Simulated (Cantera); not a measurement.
Equilibrium for silicon oxide and oxynitride deposition: SiH2Cl2 + NO + N2 + O2

Input: 1 mol SiH2Cl2, 0.15 mol NO, 170 mol N2, a varied amount of O2, at 1198 K and 10.0 Torr.

Cantera equilibrium calculation (NASA polynomials, part measured and part estimated; ideal gas, pure solids and liquids). Candidate condensed phases: H2O, NH4Cl, Si, SiO2, Si2N2O, Si3N4; 47 gas species. Mutual solubility and eutectic melting of coexisting phases are not modelled. The tables hold silica as quartz up to 1696 K and as liquid above; real silica turns to tridymite and cristobalite and melts near 1996 K. Kinetics and transport are ignored.

| n(O2) (mol) | x N2 | x O2 | x HCl | x Cl | x H2O | x Cl2 | x H2 | n SiO2(β-quartz) | n Si2N2O(s) |
|---|---|---|---|---|---|---|---|---|---|
| 0.51 | 0.988 | <1e-12 | 0.0113 | 1.29e-6 | 1.27e-8 | 1.04e-9 | 0.000157 | 0.451 | 0.268 |
| 0.69 | 0.988 | <1e-12 | 0.0113 | 1.29e-6 | 1.26e-8 | 1.04e-9 | 0.000157 | 0.691 | 0.148 |
| 0.94 | 0.988 | 1.10e-5 | 0.0113 | 0.000234 | 0.000151 | 3.39e-5 | 4.79e-9 | 1.00 | 0 |
| 1.3 | 0.986 | 0.00196 | 0.0108 | 0.000498 | 0.000403 | 0.000154 | 9.60e-10 | 1.00 | 0 |
| 1.7 | 0.984 | 0.00423 | 0.0106 | 0.000553 | 0.000466 | 0.000190 | 7.56e-10 | 1.00 | 0 |
| 2.4 | 0.980 | 0.00821 | 0.0105 | 0.000603 | 0.000528 | 0.000226 | 6.15e-10 | 1.00 | 0 |
| 3.2 | 0.975 | 0.0127 | 0.0103 | 0.000638 | 0.000572 | 0.000253 | 5.35e-10 | 1.00 | 0 |
| 4.4 | 0.969 | 0.0195 | 0.0102 | 0.000672 | 0.000617 | 0.000281 | 4.67e-10 | 1.00 | 0 |
| 5.9 | 0.961 | 0.0277 | 0.00999 | 0.000700 | 0.000655 | 0.000305 | 4.15e-10 | 1.00 | 0 |
| 8.1 | 0.949 | 0.0396 | 0.00977 | 0.000728 | 0.000694 | 0.000330 | 3.68e-10 | 1.00 | 0 |
x: gas mole fraction; n: condensed amount in mol.

From 0.51 mol O2 to 0.69 mol O2 the condensed part is SiO2(β-quartz) + Si2N2O(s). From 0.94 mol O2 to 8.1 mol O2 the condensed part is SiO2(β-quartz).
